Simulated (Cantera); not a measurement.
AlCl3 + O2 + H2 (aluminium nitride and oxide growth)

Input: 1 mol AlCl3, 19 mol O2, 5.4 mol H2, held at 1.00 bar.

Equilibrium computed with Cantera from the NASA thermochemical tables; the gas is ideal and each condensed phase is pure. Candidate condensed phases: Al, AlCl3, Al2O3, H2O; 29 gas species. Condensed phases not in the tables: AlOCl. Gases not in the tables: Al(OH)3. Rates play no part.

From 775 K to 1450 K the condensed part is Al2O3(s).

```
T (K)  log p O2  log p H2O  log p HCl  log p Cl2  log p Cl  log p OH  log p ClO  n Al2O3(s)
-----  --------  ---------  ---------  ---------  --------  --------  ---------  ----------
775       -0.16      -0.68      -1.23      -1.44     -6.01     -9.11      -6.96       0.500
850       -0.16      -0.70      -1.12      -1.55     -5.33     -8.16      -6.41       0.500
925       -0.16      -0.72      -1.05      -1.68     -4.78     -7.36      -5.97       0.500
1000      -0.15      -0.73      -1.00      -1.82     -4.32     -6.68      -5.60       0.500
1075      -0.15      -0.74      -0.97      -1.95     -3.93     -6.09      -5.30       0.500
1150      -0.15      -0.75      -0.95      -2.09     -3.61     -5.58      -5.05       0.500
1225      -0.15      -0.76      -0.93      -2.22     -3.33     -5.13      -4.83       0.500
1300      -0.15      -0.76      -0.92      -2.35     -3.08     -4.73      -4.64       0.500
1375      -0.15      -0.76      -0.92      -2.46     -2.86     -4.37      -4.47       0.500
1450      -0.15      -0.76      -0.91      -2.57     -2.67     -4.05      -4.33       0.500
```
log p: log10 of the partial pressure in bar; n: condensed amount in mol.
